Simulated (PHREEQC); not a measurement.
Make-up at 20 °C: 0.022 mol HCl, 0.00097 mol AlCl3 and 0.00028 mol MnSO4 per kg of water. Closed to the air; pH follows from the charge balance.

All values are PHREEQC results (ion-association model, phreeqc.dat), not measurements.

| quantity | before | after |
|---|---|---|
| pH | 1.72 | 2.39 |
| Mn+2 (mol/kgw) | 0.000264 | 5.50e-5 |
| HSO4- (mol/kgw) | 0.000114 | 1.04e-5 |
| SO4-2 (mol/kgw) | 0.000108 | 3.70e-5 |
| MnCl+ (mol/kgw) | 1.47e-5 | 8.20e-7 |
| SI of Pyrochroite (Mn(OH)2) | -15.60 | -14.82 |

Name the change that produced these shifts.
(A) HCl left out
(B) HCl from 0.022 to 0.0198 mol/kgw
(C) MnSO4 from 0.00028 to 2.8e-05 mol/kgw
(D) diluted 5-fold with water
(E) 0.016 mol/kgw Zn(NO3)2 added

D, diluted 5-fold with water

This is a speciation only: nothing precipitates in the calculation.
